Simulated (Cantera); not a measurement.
Diamond growth

A diamond (100) surface in a fixed gas of H2 with x(CH4) = 0.0037, x(H) = 0.012, at 1325 K, 0.197 atm; coverages are run to steady state.

Model: the Harris–Goodwin 1993 mechanism for the reconstructed diamond (100) surface, integrated in Cantera.

```json
[
 {"x(CH3)": "1e-06", "growth (µm/h)": "0.113", "θ c6HH": "0.366", "θ c6H*": "0.0523", "θ c6*H": "0.531", "θ c6**": "0.0500", "θ c6HM": "4.41e-6"},
 {"x(CH3)": "2.4e-06", "growth (µm/h)": "0.270", "θ c6HH": "0.366", "θ c6H*": "0.0523", "θ c6*H": "0.531", "θ c6**": "0.0500", "θ c6HM": "1.06e-5"},
 {"x(CH3)": "5.9e-06", "growth (µm/h)": "0.664", "θ c6HH": "0.366", "θ c6H*": "0.0523", "θ c6*H": "0.531", "θ c6**": "0.0500", "θ c6HM": "2.60e-5"},
 {"x(CH3)": "1.4e-05", "growth (µm/h)": "1.58", "θ c6HH": "0.366", "θ c6H*": "0.0523", "θ c6*H": "0.531", "θ c6**": "0.0500", "θ c6HM": "6.17e-5"},
 {"x(CH3)": "3.4e-05", "growth (µm/h)": "3.83", "θ c6HH": "0.366", "θ c6H*": "0.0523", "θ c6*H": "0.531", "θ c6**": "0.0500", "θ c6HM": "0.000150"},
 {"x(CH3)": "8.4e-05", "growth (µm/h)": "9.44", "θ c6HH": "0.366", "θ c6H*": "0.0523", "θ c6*H": "0.531", "θ c6**": "0.0499", "θ c6HM": "0.000370"},
 {"x(CH3)": "0.0002", "growth (µm/h)": "22.4", "θ c6HH": "0.366", "θ c6H*": "0.0522", "θ c6*H": "0.530", "θ c6**": "0.0497", "θ c6HM": "0.000879"},
 {"x(CH3)": "0.00049", "growth (µm/h)": "54.6", "θ c6HH": "0.365", "θ c6H*": "0.0521", "θ c6*H": "0.529", "θ c6**": "0.0493", "θ c6HM": "0.00214"},
 {"x(CH3)": "0.0012", "growth (µm/h)": "132", "θ c6HH": "0.363", "θ c6H*": "0.0518", "θ c6*H": "0.525", "θ c6**": "0.0483", "θ c6HM": "0.00518"}
]
```
θ: site fractions in the mechanism's names (c6HH fully hydrogenated, c6H* and c6*H radical sites, c6** diradical, c6HM methylated).
